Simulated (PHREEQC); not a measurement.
A column of 1 m (40 cells, dispersivity 0.035 m, 60 s a shift, diffusion coefficient 3e-10 m²/s) holds 0.035 eq of the database's cation exchanger X per kg of pore water, first in equilibrium with 0.00039 mol CaCl2, 0.00088 mol LiCl, 0.00056 mol MgCl2 and 1e-05 mol HCl per kg of water. It is flushed with 0.0017 mol/kgw ZnSO4, 0.029 mol/kgw NaCl, 0.00052 mol/kgw KBr and 1e-05 mol/kgw HCl, at 15 °C. Values are for the last cell. No CO2 enters from the air. Nothing may precipitate in this run.

Computed with PHREEQC (ion-association model, phreeqc.dat).

| pore volumes | Na in solution (mol/kgw) | S in solution (mol/kgw) | K in solution (mol/kgw) | Br in solution (mol/kgw) | Li in solution (mol/kgw) | NaX on the exchanger (mol/kgw) | KX on the exchanger (mol/kgw) |
|---|---|---|---|---|---|---|---|
| 0 | 0 | 0 | 0 | 0 | 0.000880 | 0 | 0 |
| 0.3125 | 5.70e-12 | 2.46e-9 | 0 | 7.53e-10 | 0.000880 | 3.05e-12 | 0 |
| 0.6125 | 6.87e-5 | 6.69e-5 | 5.47e-12 | 2.04e-5 | 0.00102 | 3.00e-5 | 1.27e-11 |
| 0.9125 | [?] | 0.000704 | 3.03e-7 | 0.000215 | 0.00105 | 0.00108 | 3.82e-7 |
| 1.212 | 0.0149 | 0.00137 | 9.20e-6 | 0.000419 | 0.000523 | 0.00313 | 1.03e-5 |
| 1.512 | 0.0219 | 0.00163 | 3.93e-5 | 0.000498 | 0.000183 | 0.00496 | [?] |
| 1.812 | 0.0252 | 0.00169 | 8.66e-5 | 0.000516 | 5.48e-5 | 0.00635 | 0.000116 |
| 2.112 | 0.0268 | 0.00170 | 0.000144 | 0.000519 | 1.50e-5 | 0.00738 | 0.000212 |
| 2.413 | 0.0277 | 0.00170 | 0.000208 | 0.000520 | 3.91e-6 | 0.00815 | 0.000325 |
| 2.562 | 0.0280 | 0.00170 | [?] | 0.000520 | 1.97e-6 | 0.00845 | 0.000385 |
| 2.862 | 0.0284 | 0.00170 | 0.000302 | 0.000520 | 4.84e-7 | 0.00895 | 0.000505 |
| 3.163 | 0.0287 | 0.00170 | 0.000358 | 0.000520 | 1.16e-7 | 0.00932 | 0.000619 |
| 3.462 | 0.0289 | 0.00170 | 0.000407 | 0.000520 | 2.70e-8 | 0.00959 | 0.000718 |
| 3.763 | 0.0290 | 0.00170 | 0.000446 | 0.000520 | 6.18e-9 | 0.00979 | 0.000801 |
| 4.062 | 0.0291 | 0.00170 | 0.000477 | 0.000520 | [?] | 0.00992 | 0.000866 |
| 4.362 | 0.0291 | 0.00170 | 0.000500 | 0.000520 | 3.06e-10 | 0.0100 | 0.000914 |
| 4.662 | 0.0292 | 0.00170 | 0.000516 | 0.000520 | 6.65e-11 | 0.0101 | 0.000946 |
| 4.963 | 0.0292 | 0.00170 | 0.000527 | 0.000520 | 1.43e-11 | 0.0101 | 0.000966 |

Problem. Complete the blanks.

Solution. 
- 0.9125, Na in solution (mol/kgw): 0.00455
- 1.512, KX on the exchanger (mol/kgw): 4.74e-5
- 2.562, K in solution (mol/kgw): 0.000240
- 4.062, Li in solution (mol/kgw): 1.39e-9
